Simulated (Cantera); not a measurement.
What does this Cantera script print?

```python
import numpy as np
import cantera as ct

gas = ct.Solution("gri30.yaml")
gas.TPX = 2975, 2666, {'CH4': 0.011, 'H2': 1, 'O2': 0.0016, 'H2O': 0.015}
reactor = ct.IdealGasConstPressureReactor(gas, energy="off", clone=False)
net = ct.ReactorNet([reactor])
net.rtol, net.atol = 1e-08, 1e-18
show = ['CH4', 'H2', 'O2', 'C2H4', 'H2O2', 'H']
times = np.geomspace(7e-06, 200, 12)

steps = ct.SolutionArray(gas, extra=["t"])
rows = []
print(f"{'t/s':>10s}{'T/K':>9s}{'P/Pa':>11s}" + "".join(f"{s:>11s}" for s in show))
for t in times:
    while net.time < t:
        t_next = net.step()
        steps.append(gas.state, t=t_next)
    rows.append([np.interp(t, steps.t, y) for y in (steps.T, steps.P, *steps(*show).X.T)])
    print(f"{t:10.3e}{rows[-1][0]:9.1f}{rows[-1][1]:11.4g}" + "".join(f"{x:11.3e}" for x in rows[-1][2:]))
rate = np.gradient(steps.T, steps.t)
print("integrator steps:", len(steps.t))
if steps.T.max() > steps.T[0] + 200:
    print(f"time of steepest temperature rise: {steps.t[rate.argmax()]:.4e} s")
gas.TPX = 2975, 2666, {'CH4': 0.011, 'H2': 1, 'O2': 0.0016, 'H2O': 0.015}
gas.equilibrate("TP")
print(f"equilibrium (TP): T = {gas.T:.1f} K  " + "  ".join(f"{s} {gas[s].X[0]:.3e}" for s in show))
```

It prints:

```
       t/s      T/K       P/Pa        CH4         H2         O2       C2H4       H2O2          H
 7.000e-06   2975.0       2666  1.014e-02  9.716e-01  1.538e-03  6.714e-08  2.387e-07  1.538e-03
 3.334e-05   2975.0       2666  9.099e-03  9.650e-01  1.359e-03  2.730e-06  1.862e-07  8.105e-03
 1.588e-04   2975.0       2666  5.837e-03  9.390e-01  1.474e-04  2.765e-05  1.227e-08  3.376e-02
 7.560e-04   2975.0       2666  8.850e-04  9.041e-01  1.269e-07  4.227e-06  1.982e-11  7.343e-02
 3.600e-03   2975.0       2666  1.062e-04  8.622e-01  1.557e-07  3.108e-07  1.275e-11  1.194e-01
 1.715e-02   2975.0       2666  2.737e-10  7.441e-01  3.193e-07  1.051e-13  9.326e-12  2.407e-01
 8.165e-02   2975.0       2666  4.597e-13  5.048e-01  1.734e-06  2.775e-20  1.287e-11  4.821e-01
 3.888e-01   2975.0       2666  1.004e-13  4.108e-01  2.629e-06  3.645e-21  1.161e-11  5.769e-01
 1.852e+00   2975.0       2666  9.949e-14  4.102e-01  2.634e-06  3.603e-21  1.160e-11  5.775e-01
 8.819e+00   2975.0       2666  9.949e-14  4.102e-01  2.634e-06  3.603e-21  1.160e-11  5.775e-01
 4.200e+01   2975.0       2666  9.949e-14  4.102e-01  2.634e-06  3.603e-21  1.160e-11  5.775e-01
 2.000e+02   2975.0       2666  9.949e-14  4.102e-01  2.634e-06  3.603e-21  1.160e-11  5.775e-01
integrator steps: 2079
equilibrium (TP): T = 2975.0 K  CH4 1.006e-13  H2 4.102e-01  O2 2.634e-06  C2H4 3.625e-21  H2O2 1.160e-11  H 5.775e-01
```

Detailed kinetics in Cantera: GRI-Mech 3.0 (53 species, 325 reactions). Radical loss at walls, strong at low pressure, is not modelled.
